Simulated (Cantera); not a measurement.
**Dilute partial oxidation**

An isothermal, constant-pressure homogeneous reactor starts with CH₂O : O₂ : N₂ = 0.016 : 0.012 : 1 (molar parts), equivalence ratio 1.3, at 1250 K and 6.10 bar.

Detailed kinetics in Cantera: GRI-Mech 3.0 (53 species, 325 reactions).

```json
[
 {"t (s)": "2.00e-5", "x CH₂O": "0.0155", "x O₂": "0.0117", "x CH₂CO": "<1e-12", "x NO": "<1e-12", "x CH₃": "1.37e-12", "x HO₂": "5.69e-6"},
 {"t (s)": "5.72e-5", "x CH₂O": "0.0153", "x O₂": "0.0116", "x CH₂CO": "3.66e-12", "x NO": "<1e-12", "x CH₃": "9.89e-11", "x HO₂": "4.83e-5"},
 {"t (s)": "0.000164", "x CH₂O": "0.00646", "x O₂": "0.00894", "x CH₂CO": "3.35e-9", "x NO": "3.80e-12", "x CH₃": "4.68e-9", "x HO₂": "0.000251"},
 {"t (s)": "0.000468", "x CH₂O": "3.42e-9", "x O₂": "0.00207", "x CH₂CO": "4.52e-12", "x NO": "4.67e-7", "x CH₃": "8.70e-11", "x HO₂": "4.99e-6"},
 {"t (s)": "0.00134", "x CH₂O": "1.75e-9", "x O₂": "0.000150", "x CH₂CO": "<1e-12", "x NO": "6.96e-7", "x CH₃": "4.97e-12", "x HO₂": "3.96e-7"},
 {"t (s)": "0.00383", "x CH₂O": "4.26e-10", "x O₂": "4.01e-6", "x CH₂CO": "<1e-12", "x NO": "7.09e-7", "x CH₃": "4.51e-12", "x HO₂": "1.05e-8"},
 {"t (s)": "0.0110", "x CH₂O": "1.35e-10", "x O₂": "3.19e-7", "x CH₂CO": "<1e-12", "x NO": "6.84e-7", "x CH₃": "3.20e-12", "x HO₂": "7.73e-10"},
 {"t (s)": "0.0313", "x CH₂O": "6.59e-11", "x O₂": "4.02e-8", "x CH₂CO": "<1e-12", "x NO": "6.15e-7", "x CH₃": "1.83e-12", "x HO₂": "7.97e-11"},
 {"t (s)": "0.0896", "x CH₂O": "4.71e-11", "x O₂": "6.46e-9", "x CH₂CO": "<1e-12", "x NO": "4.98e-7", "x CH₃": "<1e-12", "x HO₂": "8.23e-12"},
 {"t (s)": "0.256", "x CH₂O": "4.21e-11", "x O₂": "1.12e-9", "x CH₂CO": "<1e-12", "x NO": "3.66e-7", "x CH₃": "<1e-12", "x HO₂": "<1e-12"},
 {"t (s)": "0.733", "x CH₂O": "4.10e-11", "x O₂": "1.61e-10", "x CH₂CO": "<1e-12", "x NO": "2.45e-7", "x CH₃": "<1e-12", "x HO₂": "<1e-12"},
 {"t (s)": "2.10", "x CH₂O": "4.10e-11", "x O₂": "1.37e-11", "x CH₂CO": "<1e-12", "x NO": "1.43e-7", "x CH₃": "<1e-12", "x HO₂": "<1e-12"},
 {"t (s)": "6.00", "x CH₂O": "4.13e-11", "x O₂": "<1e-12", "x CH₂CO": "<1e-12", "x NO": "6.46e-8", "x CH₃": "<1e-12", "x HO₂": "<1e-12"}
]
```
x: mole fraction; the columns are a selection and need not sum to one.

Equilibrium at this temperature and pressure: CH₂O 4.26e-11, O₂ <1e-12, CH₂CO <1e-12, NO 3.67e-11, CH₃ <1e-12, HO₂ <1e-12 (gas phase only).
